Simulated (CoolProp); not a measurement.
Vapour pressure (kPa) of carbonyl sulfide: the reference equation beside estimates from Tc = 378.8 K, pc = 6369 kPa, ω = 0.098. Clausius-Clapeyron is anchored at 315.1 K with a constant enthalpy of vaporisation of 13.48 kJ/mol.

Computed with CoolProp (reference Helmholtz-energy equation of state, Lemmon 2006). It is a short technical equation, of lower accuracy than the large ones.

| T (K) | reference | Lee-Kesler | Clausius-Clapeyron | van der Waals | Redlich-Kwong | Soave-Redlich-Kwong | Peng-Robinson |
|---|---|---|---|---|---|---|---|
| 299.1 | 1312 | 1315 | 1448 | 2298 | 1427 | 1323 | 1312 |
| 303.1 | 1446 | 1449 | 1556 | 2445 | 1569 | 1460 | 1447 |
| 307.1 | 1589 | 1593 | 1668 | 2597 | 1721 | 1606 | 1591 |
| 311.1 | 1743 | 1747 | 1785 | 2755 | 1883 | 1763 | 1746 |
| 315.1 | 1907 | 1911 | 1907 | 2918 | 2055 | 1930 | 1912 |
| 319.1 | 2082 | 2086 | 2034 | 3088 | 2238 | 2109 | 2088 |
| 323.1 | 2269 | 2272 | 2166 | 3264 | 2431 | 2299 | 2276 |
| 327.2 | 2472 | 2475 | 2307 | 3450 | 2640 | 2506 | 2482 |

Absolute difference from the reference over all 8 rows, mean and median: Lee-Kesler 0.2 and 0.2 %, Clausius-Clapeyron 4.9 and 4.8 %, van der Waals 56.3 and 55.5 %, Redlich-Kwong 7.9 and 7.9 %, Soave-Redlich-Kwong 1.2 and 1.2 %, Peng-Robinson 0.2 and 0.2 %.
